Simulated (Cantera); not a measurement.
What does this Cantera script print?

```python
import numpy as np
import cantera as ct

gas_names = """
    B BH BH2 BH3 BN BO BO2 B2 B2O B2O2 B2O3 B3O3H3 H HBO HBO2 HNO HNO2 HNO3 HO2 H2 H2O H2O2 H3B3O6 N NH
    NH2 NH3 NH2OH NO NO2 NO3 N2 N2H2 N2H4 N2O O OH O2 O3
""".split()
cond_names = """
    B(b) B(L) BN(s) B2O3(L) B3O3H3(cr) H2O(s) H2O(L)
""".split()


# ... load() reads the species with a 1 bar reference pressure and builds the phases ...
atoms = {
    'borazine': {'B': 3, 'N': 3, 'H': 6},
    'O2': {'O': 2},
}
top_T = {'BN(s)': 3200}  # K; cautious upper limits of use, not melting points


# ... equilibrate(T, P, feed) seeds the gas with the atoms and calls Mixture.equilibrate('TP', solver="vcs", rtol=1e-11, max_steps=5000) ...
results = []
feed = {'borazine': 1, 'O2': 6.6}  # mol
T = 948  # K
P = 13332.2  # Pa
mix = equilibrate(T, P, feed)
results.append((T, P, feed, dict(zip(mix.species_names, mix.species_moles))))
x = sorted(zip(gas.X, gas.species_names), reverse=True)
print(f"T = {T:g} K  P = {P:g} Pa  gas = {mix.phase_moles(0):.4g} mol")
print("   x: " + "  ".join(f"{s} {v:.3e}" for v, s in x if v > 1e-06))
print("   condensed (mol): " + ("  ".join(f"{mix.phase(i).name} {mix.phase_moles(i):.4g}"
      for i in range(1, mix.n_phases) if mix.phase_moles(i) > 1e-12) or "none"))
```

It prints:

```
T = 948 K  P = 13332.2 Pa  gas = 7.337 mol
   x: H2O 4.037e-01  O2 3.884e-01  N2 2.044e-01  H3B3O6 3.433e-03  HBO2 1.441e-05  NO 1.186e-05
   condensed (mol): B2O3(L) 1.462
```

These are equilibrium values from Cantera (NASA tables, ideal gas, pure condensed phases), not measurements of a reactor. The feed counts by its element totals alone. Gases not in the tables: H3BO3.
